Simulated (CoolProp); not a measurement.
Vapour-liquid equilibrium of benzene (1) + n-octane (2) at 5.86 bar; x and y are mole fractions of (1).

Values from CoolProp's multi-fluid Helmholtz-energy mixture model, Thol 2012 and Beckmüller 2019; pair parameters Bell 2016.

```tsv
x	bubble temperature (K)	y at the bubble point	dew temperature at overall composition x (K)	liquid density (mol/L)
0.05	472.2	0.108	474.5	4.764
0.125	466.0	[?]	471.5	5.005
0.2	460.2	0.379	468.3	5.256
0.275	454.9	0.486	465.0	5.520
0.35	450.1	0.575	461.6	5.798
0.425	445.7	0.650	[?]	6.092
0.5	441.9	0.714	454.1	6.406
0.575	438.4	0.769	450.1	[?]
0.65	435.2	0.817	445.7	7.107
0.725	432.4	0.861	441.2	7.503
0.8	429.7	0.901	436.4	7.937
0.875	427.3	0.939	[?]	8.416
0.95	424.9	0.976	426.6	8.946
```

Question: Complete the blanks.

Answer: 
- 0.125, y at the bubble point: 0.253
- 0.425, dew temperature at overall composition x (K): 458.0
- 0.575, liquid density (mol/L): 6.743
- 0.875, dew temperature at overall composition x (K): 431.4

No azeotrope shows between x = 0.05 and 0.95.

Pair parameters are fitted to limited data, so mixtures are less certain than the pure fluids.
